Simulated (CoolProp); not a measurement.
Vapour-liquid equilibrium of R125 (1) + R236EA (2) at -2.25 °C; x and y are mole fractions of (1).

Computed with CoolProp (multi-fluid Helmholtz-energy mixture model, Lemmon 2005 and Rui 2013; pair parameters Bell 2016).

| x | bubble pressure (bar) | y at the bubble point | dew pressure at overall composition x (bar) | liquid density (mol/L) |
|---|---|---|---|---|
| 0.05 | 0.9922 | 0.311 | 0.7439 | 9.997 |
| 0.15 | 1.545 | 0.592 | 0.8231 | 10.13 |
| 0.25 | 2.086 | 0.725 | 0.9210 | 10.27 |
| 0.35 | 2.620 | 0.804 | 1.045 | 10.40 |
| 0.45 | 3.151 | 0.857 | 1.206 | 10.53 |
| 0.55 | 3.684 | 0.896 | 1.426 | 10.65 |
| 0.65 | 4.223 | 0.926 | 1.742 | 10.77 |
| 0.75 | 4.774 | 0.951 | 2.229 | 10.88 |
| 0.85 | 5.341 | 0.972 | 3.068 | 10.97 |
| 0.95 | 5.933 | 0.991 | 4.745 | 11.05 |

No azeotrope shows between x = 0.05 and 0.95.

Pair parameters are fitted to limited data, so mixtures are less certain than the pure fluids. The gap from Raoult's law changes sign with composition, which may be real or a fault of the pair parameters; it wasn't checked against measurements.
